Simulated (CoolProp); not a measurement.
Computed with CoolProp (reference Helmholtz-energy equation of state, de Reuck 1993).

Q: For methanol, give the phase and the cv (kJ/(kg K)), speed of sound (m/s), expansivity (1/kK), fugacity coefficient at 447.7 K and 4.52 MPa.

A: 
- 447.7 K and 4.52 MPa: liquid; cv 3.05, speed of sound 614, expansivity 3.13, fugacity coefficient 0.446
